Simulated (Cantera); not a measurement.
Premixed flame

A freely propagating, adiabatic, planar premixed flame of 26.1 % H₂, 10.9 % O₂, 40.9 % N₂, 22.2 % H₂O, equivalence ratio 1.2, unburnt at 575 K and 330000 Pa; mixture-averaged transport, grid criteria slope 0.08 and curve 0.16, no radiation.

Computed with Cantera and the H2/O2 subset of GRI-Mech 3.0, which has no nitrogen chemistry. The hydrogen kinetics of GRI-Mech 3.0 are dated; newer H2 mechanisms differ, most at raised pressure. Burning velocities carry a grid error of a few per cent, more on coarse grids.

```tsv
z (mm)	T (K)	u (m/s)	x H₂	x O₂	x H₂O	x H	x O	x H₂O₂
-0.282	575	3.32	0.260	0.109	0.222	<1e-8	<1e-8	<1e-8
-0.188	575	3.32	0.260	0.109	0.222	<1e-8	<1e-8	<1e-8
-0.141	576	3.31	0.258	0.109	0.222	<1e-8	<1e-8	1.04e-7
-0.0941	580	3.32	0.252	0.110	0.225	<1e-8	5.69e-8	1.28e-6
-0.0470	661	3.66	0.222	0.111	0.240	1.33e-5	5.45e-6	5.05e-5
-0.0235	924	4.97	0.182	0.100	0.278	0.000912	0.000134	0.000125
0	1289	6.82	0.132	0.0728	0.342	0.00612	0.000936	4.38e-5
0.0235	1546	8.12	0.0907	0.0419	0.401	0.0126	0.00184	6.46e-6
0.0470	1691	8.84	0.0681	0.0228	0.435	0.0150	0.00204	3.89e-6
0.0941	1830	9.53	0.0541	0.00981	0.460	0.0129	0.00167	2.28e-6
0.188	1940	10.0	0.0488	0.00474	0.474	0.00826	0.000933	1.23e-6
0.376	2013	10.4	0.0456	0.00229	0.483	0.00480	0.000408	6.67e-7
0.753	2057	10.6	0.0434	0.000934	0.489	0.00270	0.000153	3.26e-7
```
x: mole fraction of selected species; z is measured from the peak of heat release.

| Property | Result |
|---|---|
| laminar burning velocity | 332 cm/s |
| thermal thickness | 0.0941 mm |
| peak x(H) | 0.0150 |
| peak x(O) | 0.00204 |
| peak x(H₂O₂) | 0.000125 |
| grid points | 110 |
